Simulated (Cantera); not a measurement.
Charge: 1 mol Si3N4, 0.89 mol H2, at 2250 K and 9.80 mbar.

Method: chemical equilibrium by Gibbs-energy minimisation in Cantera with the NASA 1993 tables (ideal gas, pure condensed phases). The tables' values for SiN are old estimates; treat these amounts as uncertain. Gases not in the tables: Si2H6 and higher silanes. Equilibrium is a limit: real reactors are often held back by kinetics, nucleation or transport.

| species | before | after |
|---|---|---|
| H2 | 0.263 | 0.997 |
| N2 | 0.634 | 0.00282 |
| H | 0.0384 | 0.000128 |
| Si | 0.0604 | 5.61e-7 |
| SiH2 | 9.85e-5 | 1.05e-6 |
| Si2 | 0.00106 | <1e-9 |
| Si3 | 0.000204 | <1e-9 |
| SiN | 0.000731 | 4.26e-9 |
| Si2N | 0.000776 | 6.19e-9 |
| SiH | 0.00123 | 1.99e-7 |
| Si(l), mol | 2.79 | 0 |
| Si(s), mol | 0 | 0.00378 |
| Si3N4(s), mol | 0 | 0.999 |
Gas species are given as mole fractions.

Q: Name the change that produced these shifts.
A. temperature from 2250 K to 1473.15 K
B. temperature from 2250 K to 2775 K
C. temperature from 2250 K to 2673 K
D. temperature from 2250 K to 2423 K

A: A, temperature from 2250 K to 1473.15 K. Mutual solubility and eutectic melting of coexisting phases are not modelled
